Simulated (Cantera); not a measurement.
An isothermal, constant-pressure homogeneous reactor starts with H2 : O2 : N2 = 1.7 : 1 : 11 (molar parts), at 1025 K and 51000 Pa.

Cantera simulation using the H2/O2 subset of GRI-Mech 3.0, which has no nitrogen chemistry; the numbers are that mechanism's predictions, not measurements. The temperature is held fixed by assumption; the heat of reaction is taken as removed at once.

x: mole fraction; the columns are a selection and need not sum to one.

```json
[
 {"t (s)": "6.00e-6", "x H2": "0.124", "x O2": "0.0730", "x O": "2.13e-12", "x H2O2": "<1e-12", "x H2O": "2.72e-12", "x H": "3.84e-11", "x OH": "1.07e-12"},
 {"t (s)": "4.80e-5", "x H2": "0.124", "x O2": "0.0730", "x O": "6.59e-11", "x H2O2": "<1e-12", "x H2O": "4.52e-10", "x H": "5.62e-10", "x OH": "2.42e-11"},
 {"t (s)": "0.000383", "x H2": "0.124", "x O2": "0.0730", "x O": "[?]", "x H2O2": "2.00e-8", "x H2O": "2.61e-5", "x H": "1.61e-5", "x OH": "7.81e-7"},
 {"t (s)": "0.00306", "x H2": "0.00111", "x O2": "0.0122", "x O": "[?]", "x H2O2": "1.13e-6", "x H2O": "0.131", "x H": "5.60e-5", "x OH": "6.98e-5"},
 {"t (s)": "0.0245", "x H2": "0.000122", "x O2": "0.0117", "x O": "[?]", "x H2O2": "2.82e-7", "x H2O": "0.132", "x H": "4.89e-7", "x OH": "5.94e-6"},
 {"t (s)": "0.196", "x H2": "2.11e-5", "x O2": "0.0117", "x O": "[?]", "x H2O2": "1.71e-8", "x H2O": "0.132", "x H": "1.06e-8", "x OH": "7.12e-7"},
 {"t (s)": "1.57", "x H2": "1.37e-6", "x O2": "0.0117", "x O": "4.60e-10", "x H2O2": "3.07e-10", "x H2O": "0.132", "x H": "2.22e-10", "x OH": "2.20e-7"},
 {"t (s)": "12.5", "x H2": "3.81e-10", "x O2": "0.0117", "x O": "9.03e-11", "x H2O2": "7.00e-11", "x H2O": "0.132", "x H": "<1e-12", "x OH": "1.65e-7"},
 {"t (s)": "100", "x H2": "3.13e-10", "x O2": "0.0117", "x O": "5.15e-11", "x H2O2": "4.02e-11", "x H2O": "0.132", "x H": "<1e-12", "x OH": "1.24e-7"}
]
```

Problem. Fill in the missing entries.

Solution. 
- 0.000383, x O: 1.98e-6
- 0.00306, x O: 3.09e-5
- 0.0245, x O: 6.26e-7
- 0.196, x O: 1.54e-8
